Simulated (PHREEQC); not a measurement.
Consider water at 20 °C with 0.013 mol H2SO4, 0.0001 mol Li2SO4 and 0.083 mol MnSO4 per kg of water. Closed to the air; pH follows from the charge balance.

Computed with PHREEQC (ion-association model, phreeqc.dat).

Each row changes one thing in this solution. No solid was allowed to form.

```json
[
 {"case": "as made", "pH": "2.04", "ionic strength (mol/kgw)": "0.206", "SO4-2 (mol/kgw)": "0.0474", "HSO4- (mol/kgw)": "0.0146", "Li+ (mol/kgw)": "0.000188", "LiSO4- (mol/kgw)": "1.16e-5"},
 {"case": "H2SO4 from 0.013 to 0.0143 mol/kgw", "pH": "2.00", "ionic strength (mol/kgw)": "0.207", "SO4-2 (mol/kgw)": "0.0473", "HSO4- (mol/kgw)": "0.0161", "Li+ (mol/kgw)": "0.000188", "LiSO4- (mol/kgw)": "1.16e-5"},
 {"case": "diluted 100-fold with water", "pH": "3.64", "ionic strength (mol/kgw)": "___", "SO4-2 (mol/kgw)": "0.000880", "HSO4- (mol/kgw)": "1.48e-5", "Li+ (mol/kgw)": "1.99e-6", "LiSO4- (mol/kgw)": "5.98e-9"},
 {"case": "MnSO4 replaced by KHSO4 at the same molality", "pH": "1.36", "ionic strength (mol/kgw)": "0.167", "SO4-2 (mol/kgw)": "___", "HSO4- (mol/kgw)": "0.0555", "Li+ (mol/kgw)": "___", "LiSO4- (mol/kgw)": "9.45e-6"},
 {"case": "temperature from 20 to 15 °C", "pH": "2.03", "ionic strength (mol/kgw)": "0.212", "SO4-2 (mol/kgw)": "0.0491", "HSO4- (mol/kgw)": "0.0142", "Li+ (mol/kgw)": "0.000188", "LiSO4- (mol/kgw)": "1.20e-5"},
 {"case": "H2SO4 left out", "pH": "6.45", "ionic strength (mol/kgw)": "___", "SO4-2 (mol/kgw)": "0.0478", "HSO4- (mol/kgw)": "5.97e-7", "Li+ (mol/kgw)": "0.000188", "LiSO4- (mol/kgw)": "1.20e-5"},
 {"case": "MnSO4 replaced by Mn(NO3)2 at the same molality", "pH": "1.74", "ionic strength (mol/kgw)": "0.259", "SO4-2 (mol/kgw)": "0.00517", "HSO4- (mol/kgw)": "0.00298", "Li+ (mol/kgw)": "0.000199", "LiSO4- (mol/kgw)": "___"},
 {"case": "Li2SO4 from 0.0001 to 2e-05 mol/kgw", "pH": "2.04", "ionic strength (mol/kgw)": "0.205", "SO4-2 (mol/kgw)": "0.0473", "HSO4- (mol/kgw)": "0.0146", "Li+ (mol/kgw)": "3.77e-5", "LiSO4- (mol/kgw)": "2.33e-6"}
]
```

**Question.** Some entries are withheld; supply them.

**Answer.** 
- diluted 100-fold with water, ionic strength (mol/kgw): 0.00342
- MnSO4 replaced by KHSO4 at the same molality, SO4-2 (mol/kgw): 0.0353
- MnSO4 replaced by KHSO4 at the same molality, Li+ (mol/kgw): 0.000190
- H2SO4 left out, ionic strength (mol/kgw): 0.191
- MnSO4 replaced by Mn(NO3)2 at the same molality, LiSO4- (mol/kgw): 1.24e-6

Species that the database lacks are ignored.
